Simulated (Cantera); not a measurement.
## CH4 + CO2 + H2 (carbon deposition, reforming and gasification)

A closed system holds: 1 mol CH4, a varied amount of CO2, 3.4 mol H2, at 1548.15 K and 1.40 bar.

Method: chemical equilibrium by Gibbs-energy minimisation in Cantera with the NASA 1993 tables (ideal gas, pure condensed phases). Candidate condensed phases: C, C6H6, C7H8, C8H18, H2O; 110 gas species. Kinetics and transport are ignored.

From 0.33 mol CO2 to 0.88 mol CO2 the condensed part is C(graphite). From 1 mol CO2 to 2 mol CO2 nothing is condensed. The main C-bearing gas is CO throughout.

```
n(CO2) (mol)   x H2   x CO     x H2O    x CO2     x CH4      x H  x C2H2 (acetylene)  n C(graphite)
------------  -----  -----  --------  -------  --------  -------  ------------------  -------------
0.33          0.889  0.109  0.000166  7.32e-6   0.00227  2.46e-5             1.40e-5          0.657
0.39          0.871  0.126  0.000189  9.82e-6   0.00218  2.43e-5             1.37e-5          0.598
0.46          0.852  0.146  0.000213  1.31e-5   0.00208  2.41e-5             1.34e-5          0.528
0.54          0.831  0.167  0.000238  1.71e-5   0.00198  2.38e-5             1.31e-5          0.449
0.64          0.806  0.192  0.000265  2.26e-5   0.00187  2.34e-5             1.27e-5          0.349
0.75          0.780  0.217  0.000292  2.91e-5   0.00175  2.30e-5             1.23e-5          0.240
0.88          0.752  0.246  0.000318  3.72e-5   0.00162  2.26e-5             1.18e-5          0.111
1             0.729  0.270  0.000677  8.99e-5  0.000760  2.23e-5             2.85e-6              0
1.2           0.688  0.286    0.0229  0.00342   2.00e-5  2.16e-5             2.35e-9              0
1.4           0.648  0.300    0.0440  0.00731   9.17e-6  2.10e-5            5.89e-10              0
1.7           0.594  0.319    0.0725   0.0140   4.56e-6  2.01e-5            1.89e-10              0
2             0.545  0.336    0.0975   0.0215   2.75e-6  1.93e-5            8.90e-11              0
```
x: gas mole fraction; n: condensed amount in mol.
